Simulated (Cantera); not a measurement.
Mixture: 4.96 % CH₄, 0.942 % C₂H₆, 19.7 % O₂, 74.4 % N₂, equivalence ratio 0.67, at 6.80 bar, adiabatic and at constant pressure. Ignition delay is the time to a rise of 400 K.

Model: GRI-Mech 3.0 (53 species, 325 reactions), integrated in Cantera.

Q: Predict: delay at 1023 K; delay at 1073 K; delay at 1123 K; delay at 1173 K; delay at 1223 K; delay at 1273 K; delay at 1323 K; apparent activation energy between 1223 and 1323 K.

A: 
| Quantity | Value |
|---|---|
| delay at 1023 K | 23.1 ms |
| delay at 1073 K | 8.62 ms |
| delay at 1123 K | 3.49 ms |
| delay at 1173 K | 1.54 ms |
| delay at 1223 K | 0.738 ms |
| delay at 1273 K | 0.386 ms |
| delay at 1323 K | 0.218 ms |
| apparent activation energy between 1223 and 1323 K | 160 kJ/mol |
